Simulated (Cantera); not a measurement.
Charge: 1 mol SiC, 1.4 mol N₂O, 7.7 mol H₂, equilibrated at 1525 K.

Method: chemical equilibrium by Gibbs-energy minimisation in Cantera with the NASA 1993 tables (ideal gas, pure condensed phases). Candidate condensed phases: C, C₆H₆, C₇H₈, C₈H₁₈, H₂O, Si, SiC, SiO₂, Si₂N₂O, Si₃N₄; 151 gas species. Mutual solubility and eutectic melting of coexisting phases are not modelled. The tables hold silica as quartz up to 1696 K and as liquid above; real silica turns to tridymite and cristobalite and melts near 1996 K. The numbers say what is thermodynamically allowed, not how fast it happens.

x: gas mole fraction; n: condensed amount in mol.

| P (Pa) | x H₂ | x N₂ | x CO | x SiO | x H | x CH₄ | x Si | n SiC(s) | n Si₂N₂O(s) | n C(graphite) | n SiO₂(β-quartz) |
|---|---|---|---|---|---|---|---|---|---|---|---|
| 0.100 | 0.714 | 0.132 | 0.0674 | 0.0642 | 0.0200 | 5.55e-11 | 0.00317 | 0.283 | 0 | 0 | 0 |
| 1.50 | 0.729 | 0.133 | 0.0666 | 0.0664 | (withheld) | (withheld) | (withheld) | 0.299 | 0 | 0 | 0 |
| 22 | 0.732 | 0.133 | 0.0666 | 0.0666 | (withheld) | (withheld) | (withheld) | 0.300 | 0 | 0 | 0 |
| 320 | 0.801 | 0.0994 | 0.0959 | 0.00358 | 0.000374 | 1.13e-6 | 1.96e-7 | 0.0776 | 0.444 | 0 | 0 |
| 4600 | 0.810 | 0.0946 | 0.0947 | 0.000124 | 9.93e-5 | 6.89e-5 | 1.99e-9 | 0 | 0.499 | 0.0964 | 0 |
| 68000 | 0.809 | 0.0947 | 0.0948 | 8.42e-6 | 2.58e-5 | 0.00102 | 9.11e-12 | 0 | 0.500 | 0.0876 | 0 |
| 1000000 | 0.813 | 0.112 | 0.0585 | 4.14e-7 | 6.75e-6 | 0.0151 | <1e-12 | 0 | 0.380 | 0.325 | 0.240 |

### Question
Some entries are withheld; supply them.

### Answer

- 1.50, x H: 0.00521
- 1.50, x CH₄: 8.48e-10
- 1.50, x Si: 0.000216
- 22, x H: 0.00136
- 22, x CH₄: 1.25e-8
- 22, x Si: 1.48e-5
